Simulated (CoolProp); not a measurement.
Isohexane at 311.63 K and 0.029 MPa is throttled through a valve to 0.00799 MPa with no heat exchange. Each further row changes one setting.

Model: reference Helmholtz-energy equation of state, Lemmon 2006, in CoolProp. It is a short technical equation, of lower accuracy than the large ones.

```tsv
case	temperature change (K)	final density (kg/m³)
as stated	___	___
outlet pressure 0.0024 MPa	___	___
outlet pressure 0.0104 MPa	-0.7	___
```

Problem. Complete the blanks.

Solution. 
- as stated, temperature change (K): -0.8
- as stated, final density (kg/m³): 0.268
- outlet pressure 0.0024 MPa, temperature change (K): -1.0
- outlet pressure 0.0024 MPa, final density (kg/m³): 0.0802
- outlet pressure 0.0104 MPa, final density (kg/m³): 0.349
